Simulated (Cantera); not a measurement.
What does this Cantera script print?

```python
import numpy as np
import cantera as ct

gas = ct.Solution("h2o2.yaml")
gas.TPX = 1100, 380, {'H2': 0.079, 'O2': 1}
reactor = ct.IdealGasConstPressureReactor(gas, energy="off", clone=False)
net = ct.ReactorNet([reactor])
net.rtol, net.atol = 1e-08, 1e-18
show = ['H2', 'O2', 'O', 'HO2', 'H2O', 'H2O2']
times = np.geomspace(9e-06, 20, 11)

steps = ct.SolutionArray(gas, extra=["t"])
rows = []
print(f"{'t/s':>10s}{'T/K':>9s}{'P/Pa':>11s}" + "".join(f"{s:>11s}" for s in show))
for t in times:
    while net.time < t:
        t_next = net.step()
        steps.append(gas.state, t=t_next)
    rows.append([np.interp(t, steps.t, y) for y in (steps.T, steps.P, *steps(*show).X.T)])
    print(f"{t:10.3e}{rows[-1][0]:9.1f}{rows[-1][1]:11.4g}" + "".join(f"{x:11.3e}" for x in rows[-1][2:]))
rate = np.gradient(steps.T, steps.t)
print("integrator steps:", len(steps.t))
if steps.T.max() > steps.T[0] + 200:
    print(f"time of steepest temperature rise: {steps.t[rate.argmax()]:.4e} s")
gas.TPX = 1100, 380, {'H2': 0.079, 'O2': 1}
gas.equilibrate("TP")
print(f"equilibrium (TP): T = {gas.T:.1f} K  " + "  ".join(f"{s} {gas[s].X[0]:.3e}" for s in show))
```

It prints:

```
       t/s      T/K       P/Pa         H2         O2          O        HO2        H2O       H2O2
 9.000e-06   1100.0        380  7.322e-02  9.268e-01  3.462e-13  2.026e-11  5.617e-15  6.013e-17
 3.881e-05   1100.0        380  7.322e-02  9.268e-01  6.113e-12  8.735e-11  4.170e-13  1.111e-15
 1.673e-04   1100.0        380  7.322e-02  9.268e-01  9.727e-11  3.768e-10  2.696e-11  2.067e-14
 7.216e-04   1100.0        380  7.322e-02  9.268e-01  1.462e-09  1.626e-09  1.329e-09  3.842e-13
 3.111e-03   1100.0        380  7.322e-02  9.268e-01  1.432e-07  7.357e-09  2.416e-07  7.240e-12
 1.342e-02   1100.0        380  7.207e-03  8.835e-01  2.978e-02  1.886e-06  5.262e-02  7.914e-08
 5.785e-02   1100.0        380  1.373e-03  8.840e-01  3.384e-02  1.745e-06  6.412e-02  3.288e-08
 2.495e-01   1100.0        380  6.742e-04  9.062e-01  1.547e-02  1.563e-06  7.121e-02  3.914e-08
 1.076e+00   1100.0        380  8.621e-05  9.217e-01  1.918e-03  7.521e-07  7.533e-02  3.563e-08
 4.638e+00   1100.0        380  5.359e-06  9.238e-01  1.201e-04  1.312e-07  7.589e-02  1.459e-08
 2.000e+01   1100.0        380  4.660e-07  9.240e-01  1.057e-05  1.701e-08  7.597e-02  3.824e-09
integrator steps: 1829
equilibrium (TP): T = 1100.0 K  H2 1.701e-09  O2 9.240e-01  O 3.917e-08  HO2 2.622e-09  H2O 7.600e-02  H2O2 4.069e-11
```

Model: the H2/O2 subset of GRI-Mech 3.0, which has no nitrogen chemistry, integrated in Cantera. Radical loss at walls, strong at low pressure, is not modelled. The temperature is held fixed by assumption; the heat of reaction is taken as removed at once.
